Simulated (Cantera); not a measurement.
Cantera run:

```python
import numpy as np
import cantera as ct

gas_names = """
    C CH CH2 CH3 CH2OH CH3O CH4 CH3OH CN CO CO2 COOH C2 C2H CHCO,ketyl C2H2,acetylene C2H2,vinylidene
    CH2CO,ketene C2H3,vinyl CH3CN CH3CO,acetyl C2H4 C2H4O,ethylen CH3CHO,ethanal CH3COOH (HCOOH)2 C2H5
    C2H6 CH3OCH3 C2H5OH CCN CNC C2N2 C2O C3 C3H3,propargyl C3H4,allene C3H4,propyne C3H4,cyclo-
    C3H5,allyl C3H6,propylene C3H6,cyclo- C3H6O C3H7,n-propyl C3H7,i-propyl C3H8 C3H8O,1propanol
    C3H8O,2propanol C3O2 C4 C4H2 C4H4,1,3-cyclo- C4H6,butadiene C4H6,2-butyne C4H6,cyclo- C4H8,1-butene
    C4H8,cis2-buten C4H8,tr2-butene C4H8,isobutene C4H8,cyclo- (CH3COOH)2 C4H9,n-butyl C4H9,i-butyl
    C4H9,s-butyl C4H9,t-butyl C4H10,isobutane C4H10,n-butane C4N2 C5 C5H6,1,3cyclo- C5H8,cyclo-
    C5H10,1-pentene C5H10,cyclo- C5H11,pentyl C5H11,t-pentyl C5H12,n-pentane C5H12,i-pentane
    CH3C(CH3)2CH3 C6H2 C6H5,phenyl C6H5O,phenoxy C6H6 C6H5OH,phenol C6H10,cyclo- C6H12,1-hexene
    C6H12,cyclo- C6H13,n-hexyl C7H7,benzyl C7H8 C7H8O,cresol C7H14,1-heptene C7H15,n-heptyl
    C7H16,n-heptane C8H8,styrene C8H10,ethylbenz C8H16,1-octene C8H17,n-octyl C8H18,isooctane
    C8H18,n-octane C9H19,n-nonyl C10H8,naphthale C10H21,n-decyl C12H9,o-bipheny C12H10,bipheny H HCN HCO
    HCCN HNC HNCO HNO HNO2 HNO3 HO2 H2 HCHO,formaldehy HCOOH H2O H2O2 N NCO NH NH2 NH3 NH2OH NO NO2 NO3
    N2 N2H2 N2H4 N2O O OH O2 O3
""".split()
cond_names = """
    C(gr) C6H6(L) C7H8(L) C8H18(L),n-octa H2O(s) H2O(L)
""".split()


def load(file, names, dense=False):
    # The tables refer to 1 bar. Condensed volumes are neglected.
    table = {s.name: s for s in ct.Species.list_from_file(file)}
    out = []
    for n in names:
        d = dict(table[n].input_data)
        d["thermo"] = dict(d["thermo"], **{"reference-pressure": 1e5})
        if dense:
            d["equation-of-state"] = {"model": "constant-volume", "density": "1e6 g/cm^3"}
        out.append(ct.Species.from_dict(d))
    return out


gas = ct.Solution(thermo="ideal-gas", species=load("nasa_gas.yaml", gas_names))
cond = {s.name: ct.Solution(thermo="fixed-stoichiometry", species=[s], name=s.name)
        for s in load("nasa_condensed.yaml", cond_names, dense=True)}
atoms = {
    'C3H8': {'C': 3, 'H': 8},
    'H2O': {'H': 2, 'O': 1},
    'NH3': {'N': 1, 'H': 3},
}
top_T = {'C(gr)': 4500}  # K; cautious upper limits of use, not melting points


def equilibrate(T, P, feed):
    n = {}
    for name, mol in feed.items():
        for a, k in atoms[name].items():
            n[a] = n.get(a, 0.0) + k * mol
    gas.TPX = T, P, n
    mass = sum(n.values()) * gas.mean_molecular_weight
    gas.equilibrate("TP")
    valid = [c for c in cond.values() if c.min_temp <= T <= top_T.get(c.name, c.max_temp)]
    mix = ct.Mixture([(gas, mass / gas.mean_molecular_weight)] + [(c, 0.0) for c in valid])
    mix.T, mix.P = T, P
    mix.equilibrate("TP", solver="vcs", rtol=1e-11, max_steps=5000)
    return mix


results = []
T = 1723  # K
P = 1500000  # Pa
for m in [0.099, 0.41, 0.72, 1, 1.3, 1.6, 2, 2.3]:
    feed = {'C3H8': 1, 'H2O': m, 'NH3': 0.071}  # mol
    mix = equilibrate(T, P, feed)
    results.append((T, P, feed, dict(zip(mix.species_names, mix.species_moles))))

top = {s: max(r[3][s] / sum(r[3][g] for g in gas_names) for r in results) for s in gas_names}
cols = sorted((s for s in top if top[s] > 1e-05), key=lambda s: -top[s])[:7]
seen = [c for c in cond_names if any(r[3].get(c, 0) > 1e-12 for r in results)]
print("log10 of partial pressures in bar; condensed amounts in mol")
print(f"{'n(H2O)':>10s}" + "".join(f"{s[:9]:>10s}" for s in cols + seen))
for T, P, feed, n in results:
    ng = sum(n[g] for g in gas_names)
    print(f"{feed['H2O']:10.4g}" + "".join(f"{np.log10(max(n[s] / ng * P / 1e5, 1e-99)):10.3f}" for s in cols)
          + "".join(f"{n.get(c, 0):10.4g}" for c in seen))
```

Result:

```
log10 of partial pressures in bar; condensed amounts in mol
    n(H2O)        H2        CO       CH4        N2       H2O       HCN       CO2     C(gr)
     0.099     1.156    -0.462    -0.686    -0.916    -2.678    -2.262    -4.842      2.84
      0.41     1.129     0.096    -0.740    -0.975    -2.147    -2.306    -3.725      2.53
      0.72     1.106     0.289    -0.785    -1.027    -1.976    -2.343    -3.339     2.221
         1     1.089     0.390    -0.818    -1.069    -1.892    -2.372    -3.137     1.941
       1.3     1.074     0.463    -0.850    -1.110    -1.834    -2.401    -2.990     1.641
       1.6     1.060     0.516    -0.877    -1.148    -1.795    -2.426    -2.884     1.341
         2     1.045     0.568    -0.908    -1.193    -1.759    -2.457    -2.781    0.9402
       2.3     1.035     0.598    -0.928    -1.225    -1.739    -2.477    -2.721    0.6397
```

Equilibrium computed with Cantera from the NASA thermochemical tables; the gas is ideal and each condensed phase is pure.
